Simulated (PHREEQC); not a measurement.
2.6 g of hydrous ferric oxide (600 m²/g; 0.2 weak and 0.005 strong sites per Fe, Dzombak-Morel constants, diffuse double layer) in 1 kg of water with 0.1 mol/kgw of an inert sodium salt and 0.0082 mol CuCl2, at 25 °C; the pH is set by adding NaOH or the inert anion's acid. O2 is buffered at 0.21 atm. No CO2 enters from the air. No solid was allowed to form.

All values are PHREEQC results (ion-association model, wateq4f.dat), not measurements.

```tsv
pH	Cu sorbed (%)	surface charge σ (C/m²)	surface potential ψ (mV)
4	5.1	0.330	142
4.5	20.8	0.300	138
5	45.6	0.295	138
5.5	60.3	0.314	141
6	66.4	0.331	144
6.5	68.0	0.332	145
7	66.6	0.314	142
7.5	62.9	0.274	135
8	56.9	0.213	122
8.5	50.2	0.145	103
9	44.8	0.089	79
9.5	40.9	0.050	54
10	38.1	0.022	27
10.5	35.9	-0.001	-1
11	33.7	-0.024	-29
11.5	30.8	-0.053	-56
12	26.2	-0.100	-82
```

Along this series the solution becomes supersaturated in solids that the run did not let form, among them Cu(OH)2, Atacamite. Complexes and solids missing from the database can't appear. The database's constant for dissolved Cu(OH)2 is higher than later reviews accept.
